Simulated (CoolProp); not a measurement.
Fluorine at several states: density (kg/m³) from the reference equation and from simpler models built on Tc = 144.4 K, pc = 5.240 MPa, ω = 0.045; each cubic takes its own stable root.

Computed with CoolProp (reference Helmholtz-energy equation of state, de Reuck 1990).

```tsv
T (K)	p (MPa)	phase	reference	van der Waals	Redlich-Kwong	Soave-Redlich-Kwong	Peng-Robinson
107.9	0.51	gas	23.61	23.00	23.48	23.48	23.60
208.1	0.22	gas	4.852	4.855	4.854	4.852	4.858
97.6	3.76	liquid	1422	985.3	1425	1419	1603
211.6	20	supercritical	552.3	566.9	551.9	531.7	566.8
```
